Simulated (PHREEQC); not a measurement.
**Metal-bearing waste water**

Solution (25 °C): 0.16 mol/kgw CuSO4 and 0.0001 mol/kgw NaF. Closed to the air; pH follows from the charge balance.

Computed with PHREEQC (ion-association model, phreeqc.dat).

Each row changes one thing in this solution. Precipitation was switched off in this run.

```json
[
 {"case": "as made", "pH": "4.46", "ionic strength (mol/kgw)": "0.312", "SO4-2 (mol/kgw)": "0.0780", "Na+ (mol/kgw)": "9.11e-5", "HSO4- (mol/kgw)": "8.87e-5", "F- (mol/kgw)": "7.12e-5"},
 {"case": "CuSO4 replaced by (NH4)2SO4 at the same molality", "pH": "5.36", "ionic strength (mol/kgw)": "0.352", "SO4-2 (mol/kgw)": "0.0960", "Na+ (mol/kgw)": "?", "HSO4- (mol/kgw)": "1.32e-5", "F- (mol/kgw)": "9.96e-5"},
 {"case": "NaF from 0.0001 to 9e-05 mol/kgw", "pH": "4.46", "ionic strength (mol/kgw)": "0.312", "SO4-2 (mol/kgw)": "0.0780", "Na+ (mol/kgw)": "8.20e-5", "HSO4- (mol/kgw)": "8.87e-5", "F- (mol/kgw)": "6.41e-5"},
 {"case": "NaF from 0.0001 to 5e-05 mol/kgw", "pH": "4.46", "ionic strength (mol/kgw)": "0.312", "SO4-2 (mol/kgw)": "0.0780", "Na+ (mol/kgw)": "4.55e-5", "HSO4- (mol/kgw)": "8.89e-5", "F- (mol/kgw)": "3.56e-5"},
 {"case": "CuSO4 from 0.16 to 0.24 mol/kgw", "pH": "?", "ionic strength (mol/kgw)": "0.449", "SO4-2 (mol/kgw)": "0.112", "Na+ (mol/kgw)": "8.90e-5", "HSO4- (mol/kgw)": "?", "F- (mol/kgw)": "?"}
]
```

Problem. Some entries are withheld; supply them.

Solution. 
- CuSO4 replaced by (NH4)2SO4 at the same molality, Na+ (mol/kgw): 8.96e-5
- CuSO4 from 0.16 to 0.24 mol/kgw, pH: 4.41
- CuSO4 from 0.16 to 0.24 mol/kgw, HSO4- (mol/kgw): 0.000125
- CuSO4 from 0.16 to 0.24 mol/kgw, F- (mol/kgw): 6.69e-5

Species that the database lacks are ignored.
